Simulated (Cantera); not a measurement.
Feed: 1 mol borazine, 5.6 mol H2, held at 850 K and 1.00 bar.

Equilibrium computed with Cantera from the NASA thermochemical tables; the gas is ideal and each condensed phase is pure. Candidate condensed phases: B, BN; 15 gas species. The feed counts by its element totals alone. Rates play no part.

Base state: H2 1.00 (mole fractions); condensed: BN(s).

Problem. What changes in the equilibrium state with this change: 0.058 mol Cl2 added?

Solution. 
| species | before | after |
|---|---|---|
| H2 | 1.00 | 0.987 |
| HCl | 0 | 0.0134 |
| BN(s), mol | 3.00 | 3.00 |
Further candidate phases: NH4Cl.
